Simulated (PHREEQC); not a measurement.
Consider water at 25 °C with 0.0066 mol/kgw CuSO4, 0.083 mol/kgw HBF4 and 0.14 mol/kgw NaCl. Closed to the air; pH follows from the charge balance.

All values are PHREEQC results (ion-association model, wateq4f.dat), not measurements.

| quantity | before | after |
|---|---|---|
| pH | 1.22 | 1.30 |
| ionic strength (mol/kgw) | 0.236 | 0.293 |
| HSO4- (mol/kgw) | 0.00420 | 0.0175 |
| H3BO3 (mol/kgw) | 0.00269 | 0.00249 |
| SO4-2 (mol/kgw) | 0.00186 | 0.0100 |
| H2F2 (mol/kgw) | 0.000418 | 0.000379 |

**Question.** What was changed between the two runs?
A) CuSO4 from 0.0066 to 0.033 mol/kgw
B) NaCl left out
C) CuSO4 from 0.0066 to 0.0132 mol/kgw
D) 0.021 mol/kgw NaHCO3 added
E) CuSO4 replaced by NaHSO4 at the same molality

**Answer.** A, CuSO4 from 0.0066 to 0.033 mol/kgw

This is a speciation only: nothing precipitates in the calculation. Real BF4- forms and hydrolyses slowly; the run takes it at equilibrium.
